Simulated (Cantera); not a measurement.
Equilibrium for silicon oxide and oxynitride deposition: SiH2Cl2 + NO + H2

Feed: 1 mol SiH2Cl2, 11 mol NO, 2.9 mol H2, at 1448 K.

These are equilibrium values from Cantera (NASA tables, ideal gas, pure condensed phases), not measurements of a reactor. Candidate condensed phases: H2O, NH4Cl, Si, SiO2, Si2N2O, Si3N4; 47 gas species. The tables hold silica as quartz up to 1696 K and as liquid above; real silica turns to tridymite and cristobalite and melts near 1996 K. Gases not in the tables: Si(OH)4. Kinetics and transport are ignored.

From 5.00 Pa to 100000 Pa the condensed part is SiO2(β-quartz).

```tsv
P (Pa)	x N2	x O2	x H2O	x HCl	x Cl	x Cl2	x OH	n SiO2(β-quartz)
5	0.407	0.221	0.223	0.130	0.0176	9.38e-6	0.000880	1.00
26	0.407	0.222	0.221	0.136	0.0122	2.36e-5	0.000581	1.00
140	0.408	0.224	0.219	0.140	0.00832	5.86e-5	0.000381	1.00
710	0.408	0.225	0.218	0.143	0.00566	0.000138	0.000253	1.00
3700	0.408	0.225	0.218	0.144	0.00380	0.000323	0.000167	1.00
19000	0.408	0.225	0.218	0.145	0.00253	0.000737	0.000111	1.00
100000	0.409	0.225	0.218	0.144	0.00166	0.00167	7.36e-5	1.00
```
x: gas mole fraction; n: condensed amount in mol.
